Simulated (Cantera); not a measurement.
A Cantera script and what it prints.

```python
import numpy as np
import cantera as ct

gas_names = [...]  # 115 gases of nasa_gas.yaml made of C, Ca, H, O
cond_names = """
    C(gr) C6H6(L) C7H8(L) C8H18(L),n-octa Ca(a) Ca(b) Ca(L) CaCO3(caL) CaO(s) CaO(L) CaO2H2(s) H2O(s)
    H2O(L)
""".split()


# ... load() reads the species with a 1 bar reference pressure and builds the phases ...
atoms = {
    'CaCO3': {'Ca': 1, 'C': 1, 'O': 3},
    'C': {'C': 1},
    'H2': {'H': 2},
}
top_T = {'C(gr)': 4500}  # K; cautious upper limits of use, not melting points


# ... equilibrate(T, P, feed) seeds the gas with the atoms and calls Mixture.equilibrate('TP', solver="vcs", rtol=1e-11, max_steps=5000) ...
results = []
feed = {'CaCO3': 1, 'C': 0.061, 'H2': 0.015}  # mol
T = 800  # K
P = 64000  # Pa
mix = equilibrate(T, P, feed)
results.append((T, P, feed, dict(zip(mix.species_names, mix.species_moles))))
print(gas.report(threshold=1e-05))
for i in range(1, mix.n_phases):
    print(f"{mix.phase(i).name:16s} {mix.phase_moles(i):12.5e} mol")
```

It prints:

```
       temperature   800 K
          pressure   64000 Pa
           density   0.070337 kg/m^3
  mean mol. weight   7.3102 kg/kmol
   phase of matter   gas

                          1 kg             1 kmol
                     ---------------   ---------------
          enthalpy       -1.9146e+06       -1.3996e+07  J
   internal energy       -2.8245e+06       -2.0647e+07  J
           entropy             26900        1.9665e+05  J/K
    Gibbs function       -2.3435e+07       -1.7131e+08  J
 heat capacity c_p            5690.2             41596  J/K
 heat capacity c_v            4552.8             33282  J/K

                      mass frac. Y      mole frac. X     chem. pot. / RT
                     ---------------   ---------------   ---------------
               CH4           0.74838           0.34101           -37.015
                CO          0.010624         0.0027726           -48.006
               CO2         0.0029248        0.00048582           -94.775
                H2           0.17363           0.62959            -17.89
               H2O          0.064425          0.026143           -64.659
     [ +110 minor]        1.5386e-05        3.7432e-06

C(gr)             5.73073e-02 mol
Ca(b)             0.00000e+00 mol
CaCO3(caL)        9.99832e-01 mol
CaO(s)            1.67558e-04 mol
CaO2H2(s)         0.00000e+00 mol
```

Equilibrium computed with Cantera from the NASA thermochemical tables; the gas is ideal and each condensed phase is pure.
